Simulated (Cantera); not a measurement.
# Carbothermic reduction: SiO2 + C + N2

Input: 1 mol SiO2, 0.49 mol C, 6.6 mol N2, held at 1623.15 K and 750 Torr.

These are equilibrium values from Cantera (NASA tables, ideal gas, pure condensed phases), not measurements of a reactor. Candidate condensed phases: C, Si, SiC, SiO2, Si2N2O, Si3N4; 34 gas species. Mutual solubility and eutectic melting of coexisting phases are not modelled. The tables hold silica as quartz up to 1696 K and as liquid above; real silica turns to tridymite and cristobalite and melts near 1996 K. The numbers say what is thermodynamically allowed, not how fast it happens.

```
Item                                        Value
--------------------------------------  ---------
x(N2)                                       0.929
x(CO)                                      0.0707
x(SiO)                                    4.78e-5
x(CO2)                                    2.18e-5
n(SiO2(β-quartz))                       0.673 mol
n(Si2N2O(s))                            0.163 mol
gas amount                              6.927 mol
log10 activity of C(graphite) (absent)      -1.25
log10 activity of Si(s) (absent)            -3.87
```
